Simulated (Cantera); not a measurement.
**Equilibrium for silicon oxide and oxynitride deposition: HMDSO + N2O + H2**

Charge: 1 mol HMDSO, 0.56 mol N2O, 29 mol H2, equilibrated at 158 Torr.

These are equilibrium values from Cantera (NASA tables, ideal gas, pure condensed phases), not measurements of a reactor. Candidate condensed phases: C, C6H6, C7H8, C8H18, H2O, Si, SiC, SiO2, Si2N2O, Si3N4; 151 gas species. The feed counts by its element totals alone. Mutual solubility and eutectic melting of coexisting phases are not modelled. The tables hold silica as quartz up to 1696 K and as liquid above; real silica turns to tridymite and cristobalite and melts near 1996 K. Kinetics and transport are ignored.

```tsv
T (K)	x H2	x CO	x N2	x CH4	x H	n C(graphite)	n SiC(s)	n SiO2(β-quartz)	n Si2N2O(s)
1150	0.995	6.94e-5	6.42e-8	0.00487	1.62e-7	5.43	0.381	0.499	0.560
1250	0.997	0.000870	1.50e-6	0.00229	1.05e-6	5.48	0.397	0.483	0.560
1350	0.991	0.00744	2.17e-5	0.00119	5.18e-6	5.15	0.524	0.358	0.559
1450	0.973	0.0260	0.000391	0.000656	2.04e-5	4.05	0.909	0	0.544
1550	0.953	0.0355	0.0104	0.000388	6.71e-5	2.85	1.71	0	0.143
1650	0.947	0.0388	0.0138	0.000250	0.000193	2.42	1.99	0	0
1750	0.946	0.0387	0.0137	0.000172	0.000494	2.42	1.99	0	0
1850	0.945	0.0386	0.0135	0.000123	0.00114	2.40	1.99	0	0
```
x: gas mole fraction; n: condensed amount in mol.

From 1150 K to 1350 K the condensed part is C(graphite) + SiC(s) + SiO2(β-quartz) + Si2N2O(s). From 1450 K to 1550 K the condensed part is C(graphite) + SiC(s) + Si2N2O(s). From 1650 K to 1850 K the condensed part is C(graphite) + SiC(s). The main Si-bearing gas is SiO throughout.
